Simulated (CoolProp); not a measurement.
Aqueous lithium chloride as a coolant, at 0 °C, 1 atm.

Model: Melinder's fits for secondary coolants, in CoolProp.

```csv
mass %,freezing point (°C),conductivity (W/(m K)),density (kg/m³),viscosity (mPa s),Prandtl number
5.3,…,0.551,1032,2.06,14.6
6.8,-7.4,0.549,1041,2.16,15.0
8.3,-9.5,0.546,1050,2.27,15.5
9.8,-11.9,…,1058,…,16.0
11.3,-14.6,0.541,…,2.53,16.6
12.8,-17.9,0.538,1076,2.67,17.3
14.3,-21.8,0.535,1085,2.83,18.0
15.8,-26.5,0.532,1094,3.00,18.8
17.3,…,0.530,1104,…,19.6
```

**Question.** Complete the blanks.

**Answer.** 
- 5.3, freezing point (°C): -5.4
- 9.8, conductivity (W/(m K)): 0.543
- 9.8, viscosity (mPa s): 2.39
- 11.3, density (kg/m³): 1067
- 17.3, freezing point (°C): -32.1
- 17.3, viscosity (mPa s): 3.19
